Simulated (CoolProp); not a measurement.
R1234ze(Z) along the isobar 1.62 MPa: Z from the reference equation and from simpler models built on Tc = 423.3 K, pc = 3.531 MPa, ω = 0.327; each cubic takes its own stable root.

Values from CoolProp's reference Helmholtz-energy equation of state, Akasaka 2019.

```csv
T (K),phase,reference
351.2,liquid,0.05908
358.6,liquid,0.05936
366,liquid,0.05982
373.4,liquid,0.06054
380.8,liquid,0.06159
388.2,gas,0.7053
395.6,gas,0.7330
403,gas,0.7563
410.4,gas,0.7763
417.8,gas,0.7937
425.2,gas,0.8092
432.6,gas,0.8229
440,gas,0.8353
```

Q: How far does each simpler model (van der Waals, Soave-Redlich-Kwong, Peng-Robinson) lie from the reference over these 13 states: mean and median of the absolute difference, and the worst?

A: 
- van der Waals: mean 367.7 %, median 10.2 %, worst +1171.8 % at 380.8 K and 1.62 MPa
- Soave-Redlich-Kwong: mean 12.3 %, median 3.9 %, worst +30.0 % at 380.8 K and 1.62 MPa
- Peng-Robinson: mean 5.2 %, median 1.5 %, worst +14.7 % at 380.8 K and 1.62 MPa

At some of these states van der Waals gives the other phase, because its saturation line lies elsewhere.
